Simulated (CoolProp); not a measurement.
Values from CoolProp's reference Helmholtz-energy equation of state, Zhou 2011.

### Question
Give the vapour pressure (bar), liquid density (kg/m³), vapour density (kg/m³), surface tension (mN/m) of saturated dimethyl carbonate at 506.3 K.

### Answer
```json
[
 {"T (K)": "506.3", "p (bar)": "23.3", "liquid density (kg/m³)": "719", "vapour density (kg/m³)": "70.3", "surface tension (mN/m)": "2.95"}
]
```

Surface tension comes from a separate correlation (Mulero 2014).
